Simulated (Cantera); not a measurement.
An adiabatic, constant-pressure homogeneous reactor starts with H2 : O2 : N2 = 1 : 1.28 : 4.82 (molar parts), at 1748 K and 25.0 bar. Integrator tolerance rtol = 1e-08.

Computed with Cantera and the H2/O2 subset of GRI-Mech 3.0, which has no nitrogen chemistry. The hydrogen kinetics of GRI-Mech 3.0 are dated; newer H2 mechanisms differ, most at raised pressure. The pressure lies above the range GRI-Mech 3.0 was tuned for (to about 10 atm).

Q: How do the results move with these cheaper or finer settings: rtol 1e-08 to 0.001; rtol 1e-08 to 1e-05; full GRI-Mech 3.0 in place of its H2/O2 subset; rtol 1e-08 to 0.01?

A: 
```csv
setting,time of steepest temperature rise,temperature at 0.200 s,equilibrium temperature,x(H2) at 0.200 s,integrator steps
as above,0.343 µs,2655 K,2655 K,0.00104,920
rtol 1e-08 to 0.001,0.344 µs,2655 K,2655 K,0.00104,242
rtol 1e-08 to 1e-05,0.343 µs,2655 K,2655 K,0.00104,497
full GRI-Mech 3.0 in place of its H2/O2 subset,0.343 µs,2620 K,2620 K,0.000931,1095
rtol 1e-08 to 0.01,0.340 µs,2655 K,2655 K,0.00104,190
```
